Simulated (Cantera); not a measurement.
Mixture: CH4 : O2 : N2 = 1 : 1.67 : 6.27 (molar parts), at 101000 Pa, adiabatic and at constant pressure. Ignition delay is the time to a rise of 400 K.

Detailed kinetics in Cantera: GRI-Mech 3.0 (53 species, 325 reactions).

Problem. What does this change do: 0.067 parts H2 added?

Solution. 
```
quantity                                                before       after
--------------------------------------------------  ----------  ----------
delay at 1300 K                                        12.8 ms     7.49 ms
delay at 1400 K                                        3.74 ms     2.46 ms
delay at 1500 K                                        1.25 ms    0.909 ms
delay at 1600 K                                       0.486 ms    0.385 ms
apparent activation energy between 1550 and 1650 K  180 kJ/mol  170 kJ/mol
```
